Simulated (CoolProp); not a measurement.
n-octane along the isotherm 346.85 °C: fugacity coefficient from the reference equation and from simpler models built on Tc = 295.6 °C, pc = 2.484 MPa, ω = 0.398; each cubic takes its own stable root.

Computed with CoolProp (reference Helmholtz-energy equation of state, Beckmüller 2019).

```
p (MPa)          phase  reference
-------  -------------  ---------
1.91               gas     0.8065
3.82     supercritical     0.6329
5.73     supercritical     0.4978
7.64     supercritical     0.4214
9.55     supercritical     0.3761
11.5     supercritical     0.3471
13.4     supercritical     0.3287
15.3     supercritical     0.3167
17.2     supercritical     0.3092
19.1     supercritical     0.3050
21       supercritical     0.3033
22.9     supercritical     0.3037
24.8     supercritical     0.3058
```

How far does each simpler model (van der Waals, Redlich-Kwong, Soave-Redlich-Kwong, Peng-Robinson) lie from the reference over these 13 states: mean and median of the absolute difference, and the worst?


- van der Waals: mean 17.7 %, median 16.2 %, worst +42.2 % at 346.85 °C and 24.8 MPa
- Redlich-Kwong: mean 4.1 %, median 3.9 %, worst +8.8 % at 346.85 °C and 24.8 MPa
- Soave-Redlich-Kwong: mean 13.6 %, median 15.0 %, worst +22.1 % at 346.85 °C and 24.8 MPa
- Peng-Robinson: mean 3.0 %, median 3.7 %, worst +4.1 % at 346.85 °C and 19.1 MPa
